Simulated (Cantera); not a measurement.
An adiabatic, constant-pressure homogeneous reactor starts with 9.97 % H₂, 21.9 % O₂, 68.0 % N₂, 0.110 % NO, at 1623 K and 1.60 bar.

Detailed kinetics in Cantera: GRI-Mech 3.0 (53 species, 325 reactions).

x: mole fraction; the columns are a selection and need not sum to one.

```tsv
t (s)	T (K)	x H₂	x O₂	x NO	x H₂O	x H	x HO₂
1.00e-6	1623	0.0997	0.219	0.00110	1.38e-6	1.53e-6	(withheld)
3.40e-6	1623	0.0993	0.219	0.00110	0.000290	0.000190	(withheld)
1.16e-5	1841	0.00659	0.161	0.00113	0.0790	0.0167	(withheld)
3.93e-5	2119	0.00293	0.168	0.00118	0.0917	0.00364	(withheld)
0.000134	2253	0.000763	0.174	0.00122	0.0994	0.000420	7.27e-6
0.000454	2279	0.000358	0.176	0.00127	0.101	0.000132	7.56e-6
0.00154	2279	0.000354	0.176	0.00140	0.101	0.000130	7.57e-6
0.00524	2279	0.000353	0.176	0.00183	0.101	0.000129	7.54e-6
0.0178	2276	0.000348	0.175	0.00320	0.101	0.000127	7.46e-6
0.0606	2269	0.000336	0.173	0.00677	0.102	0.000120	7.24e-6
0.206	2259	0.000320	0.171	0.0114	0.102	0.000111	6.97e-6
0.700	2257	0.000317	0.171	0.0123	0.102	0.000110	6.91e-6
```

Problem. Fill in the missing entries.

Solution. 
- 1.00e-6, x HO₂: 8.98e-7
- 3.40e-6, x HO₂: 9.94e-6
- 1.16e-5, x HO₂: 4.62e-5
- 3.93e-5, x HO₂: 1.61e-5
